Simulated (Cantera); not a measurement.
# Roasting and sulfation: FeS2 + H2S + O2

A closed system holds: 1 mol FeS2, 2.6 mol H2S, 2.4 mol O2, at 1350 °C.

These are equilibrium values from Cantera (NASA tables, ideal gas, pure condensed phases), not measurements of a reactor. Candidate condensed phases: Fe, FeO, Fe(OH)2, Fe(OH)3, FeS, FeSO4, FeS2, Fe2O3, Fe2(SO4)3, Fe3O4, H2O, H2SO4, S; 22 gas species. Metal and sulfide melt together well below either melting point, which pure phases cannot show. Mutual solubility and eutectic melting of coexisting phases are not modelled. The tables' stoichiometric FeO is somewhat more stable than real wüstite, so its field is too wide. FeO, FeS: taken at fixed stoichiometry. Kinetics and transport are ignored.

```json
[
 {"P (Pa)": "1000", "log p H2O": "-2.45", "log p S2": "-2.56", "log p SO2": "-2.68", "log p H2": "-2.91", "log p H2S": "-3.87", "log p SO": "-3.73", "log p S2O": "-4.57", "n FeO(s)": "0.617", "n FeS(l)": "0.383"},
 {"P (Pa)": "2300", "log p H2O": "-2.05", "log p S2": "-2.28", "log p SO2": "-2.25", "log p H2": "-2.64", "log p H2S": "-3.46", "log p SO": "-3.44", "log p S2O": "-4.15", "n FeO(s)": "0.205", "n FeS(l)": "0.794"},
 {"P (Pa)": "5400", "log p H2O": "-1.65", "log p S2": "-1.95", "log p SO2": "-1.85", "log p H2": "-2.36", "log p H2S": "-3.02", "log p SO": "-3.16", "log p S2O": "-3.70", "n FeO(s)": "0", "n FeS(l)": "1.000"},
 {"P (Pa)": "13000", "log p H2O": "-1.26", "log p S2": "-1.57", "log p SO2": "-1.48", "log p H2": "-2.06", "log p H2S": "-2.52", "log p SO": "-2.88", "log p S2O": "-3.23", "n FeO(s)": "0", "n FeS(l)": "1.000"},
 {"P (Pa)": "29000", "log p H2O": "-0.90", "log p S2": "-1.22", "log p SO2": "-1.13", "log p H2": "-1.79", "log p H2S": "-2.08", "log p SO": "-2.62", "log p S2O": "-2.79", "n FeO(s)": "0", "n FeS(l)": "1.000"},
 {"P (Pa)": "68000", "log p H2O": "-0.52", "log p S2": "-0.86", "log p SO2": "-0.76", "log p H2": "-1.51", "log p H2S": "-1.61", "log p SO": "-2.34", "log p S2O": "-2.33", "n FeO(s)": "0", "n FeS(l)": "1.000"},
 {"P (Pa)": "160000", "log p H2O": "-0.15", "log p S2": "-0.49", "log p SO2": "-0.39", "log p H2": "-1.23", "log p H2S": "-1.15", "log p SO": "-2.06", "log p S2O": "-1.87", "n FeO(s)": "0", "n FeS(l)": "1.000"},
 {"P (Pa)": "370000", "log p H2O": "0.22", "log p S2": "-0.14", "log p SO2": "-0.02", "log p H2": "-0.96", "log p H2S": "-0.71", "log p SO": "-1.79", "log p S2O": "-1.42", "n FeO(s)": "0", "n FeS(l)": "1.000"},
 {"P (Pa)": "860000", "log p H2O": "0.58", "log p S2": "0.21", "log p SO2": "0.35", "log p H2": "-0.69", "log p H2S": "-0.26", "log p SO": "-1.52", "log p S2O": "-0.97", "n FeO(s)": "0", "n FeS(l)": "1.000"},
 {"P (Pa)": "2000000", "log p H2O": "0.94", "log p S2": "0.56", "log p SO2": "0.72", "log p H2": "-0.43", "log p H2S": "0.18", "log p SO": "-1.24", "log p S2O": "-0.53", "n FeO(s)": "0", "n FeS(l)": "1.000"}
]
```
log p: log10 of the partial pressure in bar; n: condensed amount in mol.

From 10.0 mbar to 23.0 mbar the condensed part is FeO(s) + FeS(l). From 54.0 mbar to 20.0 bar the condensed part is FeS(l). The main Fe-bearing gas is Fe at 10.0 mbar and Fe(OH)2 at 20.0 bar.
